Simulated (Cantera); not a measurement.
Charge: 1 mol HMDSO, 0.051 mol O2, 0.82 mol H2, 4.6 mol CO2, held at 20.0 Pa.

Cantera equilibrium calculation (NASA polynomials, part measured and part estimated; ideal gas, pure solids and liquids). Candidate condensed phases: C, C6H6, C7H8, C8H18, H2O, Si, SiC, SiO2; 123 gas species. The feed counts by its element totals alone. The numbers say what is thermodynamically allowed, not how fast it happens.

Which condensed phases are stable at each of these points (T (K)): 648, 673, 698, 723, 748, 773, 798, 823, 848?


```csv
T (K),condensed phases,Si condensed (%)
648,C(graphite) + SiO2(α-quartz),100.0
673,C(graphite) + SiO2(α-quartz),100.0
698,C(graphite) + SiO2(α-quartz),100.0
723,C(graphite) + SiO2(α-quartz),100.0
748,C(graphite) + SiO2(α-quartz),100.0
773,C(graphite) + SiO2(α-quartz),100.0
798,C(graphite) + SiO2(α-quartz),100.0
823,C(graphite) + SiO2(α-quartz),100.0
848,C(graphite) + SiO2(β-quartz),100.0
```

From 648 K to 823 K the condensed part is C(graphite) + SiO2(α-quartz). At 848 K the condensed part is C(graphite) + SiO2(β-quartz).
